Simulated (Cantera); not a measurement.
Gas mixture: N2O = 0.18 (molar parts), at 20.0 Torr, frozen composition.

Cantera's kinetic-theory transport with the Lennard-Jones parameters of GRI-Mech 3.0, ideal gas; thermal conductivity in the mixture-averaged form. The composition is frozen, though it would react at the higher temperatures.

D: mixture-averaged diffusion coefficient of that species in the mixture.

```csv
T (K),ρ (kg/m³),cp (J/kg/K),μ (µPa s),λ (mW/m/K),Pr,D (cm²/s) H,D (cm²/s) N2,D (cm²/s) NO
400,0.0353,970.3,19.5,25.5,0.741,63.1,10.0,9.82
650,0.0217,1127,29.1,44.4,0.739,150,23.5,23.0
900,0.0157,1227,37.1,61.5,0.740,263,40.9,40.0
1150,0.0123,1285,44.1,77.1,0.736,399,61.7,60.5
1400,0.0101,1327,…,…,0.733,…,…,…
1650,0.00855,1359,…,…,0.732,…,…,…
1900,0.00743,1384,61.9,117,0.732,925,143,140
2150,0.00656,1402,67.2,129,0.731,1140,175,172
```

**Question.** What belongs in the gaps?

**Answer.** 
- 1400, μ (µPa s): 50.5
- 1400, λ (mW/m/K): 91.4
- 1400, D (cm²/s) H: 555
- 1400, D (cm²/s) N2: 85.8
- 1400, D (cm²/s) NO: 84.1
- 1650, μ (µPa s): 56.4
- 1650, λ (mW/m/K): 105
- 1650, D (cm²/s) H: 731
- 1650, D (cm²/s) N2: 113
- 1650, D (cm²/s) NO: 111
